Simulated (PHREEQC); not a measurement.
**Leach liquor (model solution)**

Make-up at 5 °C: 0.2 mol HCl and 0.0006 mol Li2SO4 per kg of water. Closed to the air; pH follows from the charge balance.

Model: ion-association model, phreeqc.dat, run in PHREEQC.

This is a speciation only: nothing precipitates in the calculation.

**Question.** Estimate the pH, specific conductance, activity of water.

**Answer.** pH 0.80; specific conductance 39600 µS/cm; activity of water 0.993.

**Question.** In which forms is S present?

**Answer.** HSO4- 81 %, SO4-2 19 % of the S.

Complexes and solids missing from the database can't appear. At this temperature some constants are extrapolated from 25 °C, and those without enthalpy data are left unchanged.
